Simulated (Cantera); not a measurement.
A freely propagating, adiabatic, planar premixed flame of H₂ : O₂ : N₂ = 1 : 0.263 : 0.842 (molar parts), equivalence ratio 1.9, unburnt at 625 K and 1.50 bar; mixture-averaged transport, grid criteria slope 0.08 and curve 0.16, no radiation.

Detailed kinetics in Cantera: the H2/O2 subset of GRI-Mech 3.0, which has no nitrogen chemistry. Burning velocities carry a grid error of a few per cent, more on coarse grids.

**Question.** Predict: laminar burning velocity; thermal thickness; peak x(OH); peak x(H₂O₂); peak x(HO₂).

**Answer.** laminar burning velocity: 1120 cm/s
thermal thickness: 0.266 mm
peak x(OH): 0.00817
peak x(H₂O₂): 1.17e-5
peak x(HO₂): 0.000360
